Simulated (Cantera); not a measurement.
An isothermal, constant-pressure homogeneous reactor starts with 71.4 % NO, 27.1 % N₂, 1.50 % H₂O, at 2050 K and 0.0355 atm.

Cantera simulation using GRI-Mech 3.0 (53 species, 325 reactions); the numbers are that mechanism's predictions, not measurements. Radical loss at walls, strong at low pressure, is not modelled.

### Question
Predict: x(NO) at 10.0 s; x(O₂) at 10.0 s; x(O) at 10.0 s; x(N₂) at 10.0 s; x(N₂O) at 10.0 s; x(NO₂) at 10.0 s.

### Answer
x(NO) at 10.0 s: 0.0406 (gas-phase equilibrium 0.0101)
x(O₂) at 10.0 s: 0.334 (gas-phase equilibrium 0.349)
x(O) at 10.0 s: 0.00298 (gas-phase equilibrium 0.00305)
x(N₂) at 10.0 s: 0.606 (gas-phase equilibrium 0.622)
x(N₂O) at 10.0 s: 3.85e-7 (gas-phase equilibrium 9.51e-8)
x(NO₂) at 10.0 s: 1.54e-5 (gas-phase equilibrium 3.91e-6)
